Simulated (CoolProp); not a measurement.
CH3F (R41) along the isobar 6030 kPa: fugacity coefficient from the reference equation and from simpler models built on Tc = 317.3 K, pc = 5906 kPa, ω = 0.200; each cubic takes its own stable root.

Computed with CoolProp (reference Helmholtz-energy equation of state, Lemmon 2006). It is a short technical equation, of lower accuracy than the large ones.

| T (K) | phase | reference |
|---|---|---|
| 291.6 | liquid | 0.4167 |
| 306.4 | liquid | 0.5323 |
| 321.2 | supercritical | 0.6397 |
| 336.1 | supercritical | 0.6949 |
| 350.9 | supercritical | 0.7365 |
| 365.7 | supercritical | 0.7704 |
| 380.5 | supercritical | 0.7987 |
| 395.4 | supercritical | 0.8229 |
| 410.2 | supercritical | 0.8436 |
| 425 | supercritical | 0.8614 |

Q: How far does each simpler model (Redlich-Kwong, Soave-Redlich-Kwong) lie from the reference over these 10 states: mean and median of the absolute difference, and the worst?

A: 
- Redlich-Kwong: mean 4.1 %, median 2.2 %, worst +14.6 % at 291.6 K and 6030 kPa
- Soave-Redlich-Kwong: mean 4.7 %, median 3.9 %, worst +8.7 % at 291.6 K and 6030 kPa
